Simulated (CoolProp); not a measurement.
The numbers come from the reference Helmholtz-energy equation of state, Lemmon 2006 in CoolProp. It is a short technical equation, of lower accuracy than the large ones.

Problem. For isopentane, give the phase and the cp (kJ/(kg K)), conductivity (mW/(m K)) at 45.75 °C and 101 kPa; 136.35 °C and 101 kPa.

Solution. 
- 45.75 °C and 101 kPa: gas; cp 1.79, conductivity 16.6
- 136.35 °C and 101 kPa: gas; cp 2.17, conductivity 28.2

Thermal conductivity comes from a separate model (Vassiliou 2015).
